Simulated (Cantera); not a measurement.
A freely propagating, adiabatic, planar premixed flame of 48.0 % H₂, 10.9 % O₂, 41.1 % N₂, unburnt at 475 K and 0.260 bar; mixture-averaged transport, grid criteria slope 0.08 and curve 0.16, no radiation.

Computed with Cantera and the H2/O2 subset of GRI-Mech 3.0, which has no nitrogen chemistry. Burning velocities carry a grid error of a few per cent, more on coarse grids.

**Question.** Predict: laminar burning velocity; thermal thickness; peak x(H₂O₂); peak x(O); peak x(HO₂).

**Answer.** 
```
Item                        Result
------------------------  --------
laminar burning velocity  511 cm/s
thermal thickness          2.43 mm
peak x(H₂O₂)               7.03e-6
peak x(O)                  0.00358
peak x(HO₂)               0.000119
```
